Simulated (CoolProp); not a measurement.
Vapour-liquid equilibrium of fluoroethane (R161) (1) + R227EA (2) at 0.0478 MPa; x and y are mole fractions of (1).

The numbers come from the multi-fluid Helmholtz-energy mixture model, Wu 2012 and Lemmon 2016; pair parameters Bell 2016 in CoolProp.

| x | bubble temperature (K) | y at the bubble point | dew temperature at overall composition x (K) | liquid density (mol/L) |
|---|---|---|---|---|
| 0.05 | 240.5 | 0.063 | 240.6 | … |
| 0.15 | 239.5 | … | 240.0 | 10.19 |
| 0.25 | 237.6 | 0.401 | 239.2 | 10.79 |
| 0.35 | 235.1 | 0.568 | 238.2 | 11.44 |
| 0.45 | … | 0.704 | 236.9 | 12.15 |
| 0.55 | 229.5 | 0.805 | 235.4 | 12.93 |
| 0.65 | 227.0 | 0.876 | 233.5 | 13.77 |
| 0.75 | 224.8 | 0.926 | 231.1 | 14.70 |
| 0.85 | 222.9 | 0.962 | 228.0 | 15.71 |
| 0.95 | 221.2 | 0.989 | 223.6 | 16.84 |

**Question.** What belongs in the gaps?

**Answer.** 
- 0.05, liquid density (mol/L): 9.653
- 0.15, y at the bubble point: 0.222
- 0.45, bubble temperature (K): 232.3

No azeotrope shows between x = 0.05 and 0.95.

Pair parameters are fitted to limited data, so mixtures are less certain than the pure fluids.
